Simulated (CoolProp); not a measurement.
Aqueous ammonia as a coolant, 18 % by mass, freezing at -30.6 °C, 1 atm.

Model: Melinder's fits for secondary coolants, in CoolProp.

```
T (°C)  conductivity (W/(m K))  density (kg/m³)  cp (kJ/(kg K))  viscosity (mPa s)
------  ----------------------  ---------------  --------------  -----------------
-28.7                    0.403       (withheld)      (withheld)               7.35
-22                      0.416            943.6           4.268               5.20
-15.2                    0.427            942.0           4.254               3.84
-8.5                     0.439       (withheld)           4.241               2.96
-1.8                     0.450            938.0           4.231               2.35
5                        0.462            935.6           4.222               1.90
11.7                     0.473            933.0           4.214               1.57
18.5                     0.485            930.1           4.208               1.31
25.2                     0.497            927.0           4.203               1.09
```

Complete the blanks.


- -28.7, density (kg/m³): 944.9
- -28.7, cp (kJ/(kg K)): 4.284
- -8.5, density (kg/m³): 940.2
